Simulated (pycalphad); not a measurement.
An equivalent pycalphad script:

```python
from pycalphad import Database, equilibrium, calculate, variables as v
import numpy as np
db = Database('COST507.tdb')
comps = ['AL', 'FE', 'SI', 'MN', 'VA']
phases = ['AL11MN4', 'AL12MN', 'AL13FE4', 'AL2FE', 'AL4MN', 'AL5FE2', 'AL5FE4', 'AL6MN', 'AL8MN5_D810', 'ALFESI_ALPHA', 'ALFESI_BETA', 'ALFESI_DELTA', 'ALFESI_GAMMA', 'ALFESI_TAU1', 'ALFESI_TAU3', 'ALMNSI_ALPHA', 'ALMNSI_BETA', 'ALMNSI_DELTA', 'BCC_B2', 'CBCC_A12', 'CUB_A13', 'DIAMOND_A4', 'FCC_A1', 'FE2SI', 'FE5SI3', 'FESI', 'FESI2_H', 'FESI2_L', 'HCP_A3', 'LIQUID', 'MN11SI19', 'MN3SI', 'MN5SI3', 'MN6SI', 'MN9SI2', 'MNSI']
eq = equilibrium(db, comps, phases, {v.X('FE'): 0.0026, v.X('SI'): 0.0108, v.X('MN'): 0.0028, v.T: np.arange(1850, 499, -75), v.P: 101325, v.N: 1}, output=['HM', 'SM'])
```

All values are pycalphad results on the COST 507 light-alloy database (1999) (1 atm), not direct measurements. The data set is of 1999 and partly superseded. Not assessed as a whole: an extrapolation from subsystems, which can miss ternary compounds. Phase fractions are per mole of atoms.

Results at three of the temperatures:

```
T = 1850.00 K, P = 101325 Pa, N = 1 mol of atoms
G = -115887 J/mol, H = 57790 J/mol, S = 93.88 J/(mol K)  (SER reference)
chemical potentials (J/mol): Al -114653, Fe -251238, Si -165587, Mn -232005
phase             fraction      x(Al)      x(Fe)      x(Si)      x(Mn)
LIQUID              1.0000     0.9838     0.0026     0.0108     0.0028
```

```
T = 1475.00 K, P = 101325 Pa, N = 1 mol of atoms
G = -81981 J/mol, H = 45875 J/mol, S = 86.68 J/(mol K)  (SER reference)
chemical potentials (J/mol): Al -80966, Fe -206702, Si -117330, Mn -186386
phase             fraction      x(Al)      x(Fe)      x(Si)      x(Mn)
LIQUID              1.0000     0.9838     0.0026     0.0108     0.0028
```

```
T = 1325.00 K, P = 101325 Pa, N = 1 mol of atoms
G = -69229 J/mol, H = 41112 J/mol, S = 83.28 J/(mol K)  (SER reference)
chemical potentials (J/mol): Al -68302, Fe -189911, Si -98727, Mn -169345
phase             fraction      x(Al)      x(Fe)      x(Si)      x(Mn)
LIQUID              1.0000     0.9838     0.0026     0.0108     0.0028
```

Changes of the phase set, refined by bisection:

```tsv
T (°C)	phases above	phases below
651.4	liquid	fcc + liquid
640.9	fcc + liquid	AL6MN + fcc + liquid
625.4	AL6MN + fcc + liquid	AL13FE4 + AL6MN + fcc + liquid
624.0	AL13FE4 + AL6MN + fcc + liquid	AL13FE4 + ALMNSI_ALPHA + fcc + liquid
623.7	AL13FE4 + ALMNSI_ALPHA + fcc + liquid	ALFESI_ALPHA + ALMNSI_ALPHA + fcc + liquid
618.4	ALFESI_ALPHA + ALMNSI_ALPHA + fcc + liquid	ALFESI_BETA + ALMNSI_ALPHA + fcc + liquid
612.9	ALFESI_BETA + ALMNSI_ALPHA + fcc + liquid	ALFESI_BETA + ALMNSI_ALPHA + fcc
482.9	ALFESI_BETA + ALMNSI_ALPHA + fcc	ALFESI_BETA + ALMNSI_ALPHA + diamond (Si) + fcc
```

Database names, with the compositions (at.%) that they take in these runs: ALFESI_BETA: Al 70 Fe 15 Si 15; ALMNSI_ALPHA: Al 70 Mn 17 Si 12.
